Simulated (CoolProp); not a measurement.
Vapour-liquid equilibrium of propylene (1) + R114 (2) at 15.95 °C; x and y are mole fractions of (1).

The numbers come from the multi-fluid Helmholtz-energy mixture model, Lemmon 2013 and Platzer 1990; pair parameters Bell 2016 in CoolProp. This equation is an older, rougher fit; its heat capacities, sound speeds and derivatives of the liquid may be far off and weren't checked against measurements.

Task: Give the bubble pressure and the first vapour's composition at x = 0.275, 0.35, 0.875. Is there an azeotrope?

Result: x = 0.275: 422.2 kPa, y = 0.696; x = 0.35: 484.7 kPa, y = 0.753; x = 0.875: 832.0 kPa, y = 0.955. No azeotrope shows between x = 0.05 and 0.95.

The pair parameters rest on a limited set of measurements; away from them the model extrapolates.
